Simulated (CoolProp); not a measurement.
Isobutene along the isotherm 156.95 °C: Z from the reference equation and from simpler models built on Tc = 144.9 °C, pc = 4.016 MPa, ω = 0.193; each cubic takes its own stable root.

Values from CoolProp's reference Helmholtz-energy equation of state, Lemmon 2005. It is a short technical equation, of lower accuracy than the large ones.

```json
[
 {"p (MPa)": "0.463", "phase": "gas", "reference": "0.9626"},
 {"p (MPa)": "0.927", "phase": "gas", "reference": "0.9230"},
 {"p (MPa)": "1.39", "phase": "gas", "reference": "0.8810"},
 {"p (MPa)": "1.85", "phase": "gas", "reference": "0.8364"},
 {"p (MPa)": "2.32", "phase": "gas", "reference": "0.7870"},
 {"p (MPa)": "2.78", "phase": "gas", "reference": "0.7339"},
 {"p (MPa)": "3.24", "phase": "gas", "reference": "0.6743"},
 {"p (MPa)": "3.71", "phase": "gas", "reference": "0.6036"},
 {"p (MPa)": "4.17", "phase": "supercritical", "reference": "0.5170"},
 {"p (MPa)": "4.63", "phase": "supercritical", "reference": "0.3876"},
 {"p (MPa)": "5.1", "phase": "supercritical", "reference": "0.2756"},
 {"p (MPa)": "5.56", "phase": "supercritical", "reference": "0.2649"},
 {"p (MPa)": "6.02", "phase": "supercritical", "reference": "0.2700"}
]
```

How far does each simpler model (van der Waals, Redlich-Kwong, Soave-Redlich-Kwong, Peng-Robinson) lie from the reference over these 13 states: mean and median of the absolute difference, and the worst?


- van der Waals: mean 9.4 %, median 3.8 %, worst +34.1 % at 156.95 °C and 6.02 MPa
- Redlich-Kwong: mean 4.3 %, median 0.9 %, worst +17.2 % at 156.95 °C and 5.56 MPa
- Soave-Redlich-Kwong: mean 6.3 %, median 2.0 %, worst +21.0 % at 156.95 °C and 5.56 MPa
- Peng-Robinson: mean 3.5 %, median 1.7 %, worst +11.7 % at 156.95 °C and 5.1 MPa
